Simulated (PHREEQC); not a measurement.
A column of 1 m (40 cells, dispersivity 0.035 m, 3600 s a shift, diffusion coefficient 3e-10 m²/s) holds 0.048 eq of the database's cation exchanger X per kg of pore water, first in equilibrium with 0.048 mol LiCl and 1e-05 mol HCl per kg of water. It is flushed with 5.1 mmol/kgw MnCl2, 25 mmol/kgw (NH4)2SO4 and 0.01 mmol/kgw HCl, at 25 °C. Values are for the last cell. CO2 from the air is kept out. Precipitation was switched off in this run.

Equilibrium calculation in PHREEQC: ion-association model, phreeqc.dat.

Q: Predict NH4 in solution (mol/kgw), S in solution (mol/kgw) at pore volumes = 0.1375, 1.012.

A: 
| pore volumes | NH4 in solution (mol/kgw) | S in solution (mol/kgw) |
|---|---|---|
| 0.1375 | 0 | 0 |
| 1.012 | 1.20e-8 | 0.0143 |
